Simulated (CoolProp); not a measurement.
Vapour-liquid equilibrium of cyclohexane (1) + dimethyl carbonate (2) at 0.128 MPa; x and y are mole fractions of (1).

Model: multi-fluid Helmholtz-energy mixture model, Zhou 2014 and Zhou 2011; pair parameters Bell 2016, in CoolProp.

| x | bubble temperature, mixture model (K) | bubble temperature, Raoult's law (K) | y, mixture model | y, Raoult's law |
|---|---|---|---|---|
| 0.05 | 365.8 | 370.3 | 0.179 | 0.063 |
| 0.125 | 360.8 | 369.6 | 0.340 | 0.155 |
| 0.2 | 357.9 | 368.9 | 0.432 | 0.244 |
| 0.275 | 356.2 | 368.2 | 0.490 | 0.329 |
| 0.35 | 355.1 | 367.6 | 0.529 | 0.411 |
| 0.425 | 354.5 | 366.9 | 0.558 | 0.490 |
| 0.5 | 354.2 | 366.2 | 0.581 | 0.565 |
| 0.575 | 354.0 | 365.5 | 0.603 | 0.638 |
| 0.65 | 354.0 | 364.9 | 0.627 | 0.708 |
| 0.725 | 354.2 | 364.2 | 0.656 | 0.776 |
| 0.8 | 354.8 | 363.6 | 0.699 | 0.840 |
| 0.875 | 356.1 | 362.9 | 0.764 | 0.902 |
| 0.95 | 358.7 | 362.3 | 0.875 | 0.962 |

The largest gap from Raoult's law is -12.5 K in bubble temperature, at x = 0.35. y crosses x between x = 0.575 and 0.65: the model has an azeotrope there.

The pair parameters rest on a limited set of measurements; away from them the model extrapolates.
